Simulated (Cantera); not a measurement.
Feed: 1 mol V, 0.31 mol NH3, 0.41 mol N2, 5.6 mol N2O, at 133 Pa.

Method: chemical equilibrium by Gibbs-energy minimisation in Cantera with the NASA 1993 tables (ideal gas, pure condensed phases). Candidate condensed phases: H2O, V, VN, VO, V2O3, V2O4, V2O5; 28 gas species. Rates play no part.

Task: At 1650 °C, list the 4 most abundant gas species with their mole fractions, and the condensed phases.

Result: N2 0.665, O2 0.164, VO2 0.108, H2O 0.0472. Condensed: gas only.
